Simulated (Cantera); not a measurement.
An isothermal, constant-pressure homogeneous reactor starts with 61.3 % NH3, 38.7 % H2, at 2250 K and 42.0 Torr.

Computed with Cantera and the gas-phase N/H chemistry of the illustrative SiF4/NH3 mechanism in the Surface Chemkin manual (1991). Walls and surfaces, which speed up NH3 decomposition in real reactors, are not modelled.

x: mole fraction; the columns are a selection and need not sum to one.

```
t (s)       x NH3   x H2       x H    x NH2      x N     x NH
--------  -------  -----  --------  -------  -------  -------
0.000400    0.609  0.388  0.000449      [?]  2.35e-6  4.79e-5
0.000984    0.601  0.393  0.000575  0.00273  4.41e-6  7.30e-5
0.00242     0.581  0.407  0.000604  0.00267  4.55e-6  7.34e-5
0.00596     0.535  0.439  0.000666  0.00252  4.71e-6  7.24e-5
0.0147      0.441  0.504  0.000808      [?]  5.00e-6  6.96e-5
0.0361      0.285  0.611   0.00112      [?]  5.41e-6  6.24e-5
0.0887      0.112  0.730   0.00180      [?]  5.82e-6  4.72e-5
0.218      0.0125  0.797   0.00421      [?]  6.86e-6  2.51e-5
0.537     1.65e-5  0.789    0.0234      [?]  1.65e-6  1.06e-6
1.32      1.15e-6  0.785    0.0280      [?]  2.00e-7  1.07e-7
3.25      3.83e-7  0.785    0.0280      [?]  6.65e-8  3.57e-8
8.00      2.44e-7  0.785    0.0280      [?]  4.24e-8  2.27e-8
```

Task: Fill in the missing entries.

Result: 
- 0.000400, x NH2: 0.00219
- 0.0147, x NH2: 0.00220
- 0.0361, x NH2: 0.00163
- 0.0887, x NH2: 0.000863
- 0.218, x NH2: 0.000206
- 0.537, x NH2: 1.53e-6
- 1.32, x NH2: 1.29e-7
- 3.25, x NH2: 4.28e-8
- 8.00, x NH2: 2.73e-8
